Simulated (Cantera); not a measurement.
Feed: 1 mol SiCl4, 4.7 mol HCl, 2.9 mol H2, at 1425 K and 101000 Pa.

Cantera equilibrium calculation (NASA polynomials, part measured and part estimated; ideal gas, pure solids and liquids). Candidate condensed phases: Si; 19 gas species. The tables' values for SiCl3 are old estimates; treat these amounts as uncertain. Rates play no part.

Base state: HCl 0.558, H2 0.326, SiCl4 0.103, SiCl3 0.00642, SiHCl3 0.00471, SiCl2 0.00157, SiH2Cl2 3.28e-5 (mole fractions); condensed: gas only.

Problem. What changes in the equilibrium state with this change: temperature from 1425 K to 598 K?

Solution. 
```tsv
species	before	after
HCl	0.558	0.547
H2	0.326	0.337
SiCl4	0.103	0.116
SiCl3	0.00642	<1e-9
SiCl2	0.00157	<1e-9
SiH2Cl2	3.28e-5	<1e-9
SiHCl3	0.00471	1.88e-6
```

Problem. What changes in the equilibrium state with this change: HCl from 4.7 to 3.8 mol?

Solution. 
```json
[
 {"species": "HCl", "before": "0.558", "after": "0.509"},
 {"species": "H2", "before": "0.326", "after": "0.362"},
 {"species": "SiCl4", "before": "0.103", "after": "0.112"},
 {"species": "SiH2Cl2", "before": "3.28e-5", "after": "5.29e-5"},
 {"species": "SiCl2", "before": "0.00157", "after": "0.00229"},
 {"species": "SiHCl3", "before": "0.00471", "after": "0.00624"},
 {"species": "SiCl3", "before": "0.00642", "after": "0.00809"}
]
```
